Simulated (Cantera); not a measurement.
An isothermal plug-flow reactor at 925 K and 100000 Pa (inlet), inlet velocity 1.6 m/s, active area per volume 1100 1/m; feed H₂ : O₂ : N₂ = 0.026 : 0.089 : 0.79 (molar parts), equivalence ratio 0.15.

Computed with Cantera and Deutschmann's 1995 Pt surface mechanism with GRI-Mech 3.0 gas chemistry. Catalytic surfaces can have several steady states; this one follows from the mechanism file's or the stated starting coverage. Mass transfer to the wall is taken as infinitely fast.

x: gas mole fraction; θ: surface coverage.

```
z (m)       x H₂    x O₂   x H₂O  θ free Pt   θ O*    θ OH*
-------  -------  ------  ------  ---------  -----  -------
4.4e-05   0.0170  0.0930  0.0119      0.382  0.614  0.00431
7.8e-05        ?  0.0910       ?          ?      ?  0.00416
0.00014  0.00850  0.0891  0.0205      0.225  0.771  0.00393
0.00025  0.00493  0.0875  0.0242      0.175  0.822  0.00369
0.00044  0.00229  0.0862  0.0268      0.147  0.849  0.00353
0.00078        ?  0.0855  0.0285      0.134  0.863  0.00344
0.0014   8.56e-5  0.0852  0.0291      0.129  0.867  0.00341
0.0025   2.27e-6  0.0852  0.0291      0.129  0.868  0.00341
0.0044   4.32e-9  0.0852  0.0291      0.129  0.868  0.00341
```

Task: Fill in the missing entries.

Result: 
- 7.8e-05, x H₂: 0.0127
- 7.8e-05, x H₂O: 0.0162
- 7.8e-05, θ free Pt: 0.299
- 7.8e-05, θ O*: 0.697
- 0.00078, x H₂: 0.000683
